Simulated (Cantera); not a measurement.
An isothermal, constant-pressure homogeneous reactor starts with H₂ : O₂ : N₂ = 0.033 : 1 : 1 (molar parts), equivalence ratio 0.017, at 1250 K and 0.0263 atm.

Detailed kinetics in Cantera: the H2/O2 subset of GRI-Mech 3.0, which has no nitrogen chemistry. Radical loss at walls, strong at low pressure, is not modelled.

x: mole fraction; the columns are a selection and need not sum to one.

```csv
t (s),x H₂,x O₂,x H,x HO₂,x H₂O₂,x H₂O,x OH
7.00e-5,0.0162,0.492,1.40e-9,2.55e-9,<1e-12,3.96e-10,1.38e-9
0.000219,0.0162,0.492,4.46e-9,8.00e-9,3.43e-12,7.58e-9,8.60e-9
0.000684,0.0162,0.492,7.72e-8,2.62e-8,3.27e-11,3.06e-7,1.81e-7
0.00214,___,0.490,___,2.02e-6,___,___,___
0.00669,0.000181,0.479,0.00148,1.89e-6,4.89e-8,0.0147,0.00132
0.0209,0.000130,0.481,0.000882,1.68e-6,4.75e-8,0.0152,0.00112
0.0654,5.73e-5,0.485,0.000250,1.19e-6,4.11e-8,0.0158,0.000745
0.205,___,0.487,___,___,___,0.0162,___
0.640,1.86e-6,0.488,1.45e-6,1.44e-7,9.03e-9,0.0163,0.000136
2.00,2.80e-7,0.488,8.60e-8,3.11e-8,2.34e-9,0.0163,5.29e-5
```

Question: Some entries are withheld; supply them.

Answer: 
- 0.00214, x H₂: 0.0143
- 0.00214, x H: 0.000338
- 0.00214, x H₂O₂: 1.85e-8
- 0.00214, x H₂O: 0.00142
- 0.00214, x OH: 0.000711
- 0.205, x H₂: 1.26e-5
- 0.205, x H: 2.56e-5
- 0.205, x HO₂: 5.34e-7
- 0.205, x H₂O₂: 2.48e-8
- 0.205, x OH: 0.000351
